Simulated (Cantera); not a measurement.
Input (Python, Cantera):

```python
import numpy as np
import cantera as ct

gas = ct.Solution("gri30.yaml")


def delay(T, t_max=10):
    gas.TPX = T, 1000000, {'CH4': 1, 'O2': 2.17, 'N2': 8.17, 'H2O': 0.11}
    reactor = ct.IdealGasConstPressureReactor(gas, clone=False)
    net = ct.ReactorNet([reactor])
    net.rtol, net.atol = 1e-8, 1e-16
    while net.time < t_max:
        t_old, T_old = net.time, reactor.T
        net.step()
        if reactor.T > T + 400:  # ignition: a rise of 400 K
            return t_old + (T + 400 - T_old) / (reactor.T - T_old) * (net.time - t_old)
    return np.nan


taus = []
for T in [1125, 1175, 1225, 1275, 1325, 1375]:
    taus.append(delay(T))
    print(f"T0 = {T:6g} K   tau = {taus[-1]:.4e} s")
```

It prints:

```
T0 =   1125 K   tau = 1.1985e-02 s
T0 =   1175 K   tau = 6.2397e-03 s
T0 =   1225 K   tau = 3.3795e-03 s
T0 =   1275 K   tau = 1.8889e-03 s
T0 =   1325 K   tau = 1.0844e-03 s
T0 =   1375 K   tau = 6.3750e-04 s
```

Cantera simulation using GRI-Mech 3.0 (53 species, 325 reactions); the numbers are that mechanism's predictions, not measurements.
